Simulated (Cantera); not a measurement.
A Cantera script and what it prints.

```python
import numpy as np
import cantera as ct

gas_names = [...]  # 115 gases of nasa_gas.yaml made of C, Ca, H, O
cond_names = """
    C(gr) C6H6(L) C7H8(L) C8H18(L),n-octa Ca(a) Ca(b) Ca(L) CaCO3(caL) CaO(s) CaO(L) CaO2H2(s) H2O(s)
    H2O(L)
""".split()


# ... load() reads the species with a 1 bar reference pressure and builds the phases ...
atoms = {
    'Ca(OH)2': {'Ca': 1, 'O': 2, 'H': 2},
    'C': {'C': 1},
    'CO2': {'C': 1, 'O': 2},
}
top_T = {'C(gr)': 4500}  # K; cautious upper limits of use, not melting points


# ... equilibrate(T, P, feed) seeds the gas with the atoms and calls Mixture.equilibrate('TP', solver="vcs", rtol=1e-11, max_steps=5000) ...
results = []
feed = {'Ca(OH)2': 1, 'C': 0.064, 'CO2': 0.25}  # mol
P = 133.322  # Pa
for T in [1100, 1150, 1200, 1250, 1300, 1350, 1400, 1450, 1500, 1550, 1600, 1650, 1700, 1750]:
    mix = equilibrate(T, P, feed)
    results.append((T, P, feed, dict(zip(mix.species_names, mix.species_moles))))

top = {s: max(r[3][s] / sum(r[3][g] for g in gas_names) for r in results) for s in gas_names}
cols = sorted((s for s in top if top[s] > 1e-05), key=lambda s: -top[s])[:6]
seen = [c for c in cond_names if any(r[3].get(c, 0) > 1e-12 for r in results)]
print("log10 of partial pressures in bar; condensed amounts in mol")
print(f"{'T/K':>10s}" + "".join(f"{s[:9]:>10s}" for s in cols + seen))
for T, P, feed, n in results:
    ng = sum(n[g] for g in gas_names)
    print(f"{T:10.4g}" + "".join(f"{np.log10(max(n[s] / ng * P / 1e5, 1e-99)):10.3f}" for s in cols)
          + "".join(f"{n.get(c, 0):10.4g}" for c in seen))
```

Output:

```
log10 of partial pressures in bar; condensed amounts in mol
       T/K       H2O       CO2        H2        CO         H        OH    CaO(s)
      1100    -3.038    -3.542    -4.006    -4.504    -9.591   -10.973         1
      1150    -3.036    -3.547    -4.022    -4.458    -9.138   -10.371         1
      1200    -3.035    -3.552    -4.038    -4.418    -8.724    -9.818         1
      1250    -3.033    -3.557    -4.053    -4.383    -8.342    -9.309         1
      1300    -3.032    -3.562    -4.068    -4.352    -7.990    -8.838         1
      1350    -3.031    -3.566    -4.083    -4.326    -7.664    -8.401         1
      1400    -3.029    -3.571    -4.097    -4.302    -7.362    -7.996         1
      1450    -3.028    -3.575    -4.111    -4.281    -7.080    -7.617         1
      1500    -3.027    -3.579    -4.124    -4.262    -6.816    -7.264         1
      1550    -3.026    -3.582    -4.137    -4.246    -6.570    -6.933         1
      1600    -3.025    -3.585    -4.149    -4.231    -6.339    -6.623         1
      1650    -3.025    -3.589    -4.160    -4.217    -6.122    -6.331         1
      1700    -3.024    -3.592    -4.171    -4.205    -5.917    -6.057         1
      1750    -3.024    -3.595    -4.181    -4.193    -5.724    -5.799         1
```

Equilibrium computed with Cantera from the NASA thermochemical tables; the gas is ideal and each condensed phase is pure.
